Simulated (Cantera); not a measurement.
A closed system holds: 1 mol CH3SiH3, 0.41 mol C2H2, 1300 mol H2, at 1548 K and 1100 Pa.

These are equilibrium values from Cantera (NASA tables, ideal gas, pure condensed phases), not measurements of a reactor. Candidate condensed phases: C, C6H6, C7H8, C8H18, Si, SiC; 87 gas species. The feed counts by its element totals alone. Equilibrium is a limit: real reactors are often held back by kinetics, nucleation or transport.

Base state: H2 1.000, H 0.000294, CH4 2.26e-5, C2H2 (acetylene) 1.57e-5 (mole fractions); condensed: C(graphite) + SiC(s).

Problem. What changes in the equilibrium state with this change: CH3SiH3 replaced by SiF4?

Solution. 
| species | before | after |
|---|---|---|
| H2 | 1.000 | 0.997 |
| HF | 0 | 0.00267 |
| H | 0.000294 | 0.000293 |
| SiF2 | 0 | 6.07e-5 |
| SiF3 | 0 | 5.39e-5 |
| SiF4 | 0 | 2.51e-5 |
| C2H2 (acetylene) | 1.57e-5 | 1.32e-6 |
| CH4 | 2.26e-5 | 6.51e-6 |
| C(graphite), mol | 0.750 | 0 |
| SiC(s), mol | 1.000 | 0.808 |
The tables' values for SiF2, SiF3 are old estimates; treat these amounts as uncertain.
